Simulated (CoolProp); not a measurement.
Properties of methane along the isotherm -126.65 °C (Tc = -82.6 °C, pc = 4599 kPa, ω = 0.011).

Values from CoolProp's reference Helmholtz-energy equation of state, Setzmann 1991.

```csv
p (kPa),phase,Joule-Thomson coefficient (K/MPa),expansivity (1/kK),Prandtl number
145,gas,16.55,7.299,0.796
276,gas,16.85,7.795,0.808
523,gas,17.42,8.964,0.835
991,liquid,-0.1340,5.508,1.79
1880,liquid,-0.1556,5.307,1.78
3560,liquid,-0.1912,4.981,1.75
6750,liquid,-0.2449,4.500,1.72
12800,liquid,-0.3162,3.875,1.69
24300,liquid,-0.3965,3.173,1.67
46000,liquid,-0.4704,2.488,1.70
```

Viscosity comes from a separate model (Quiñones-Cisneros 2006). Thermal conductivity comes from a separate model (Friend 1989).
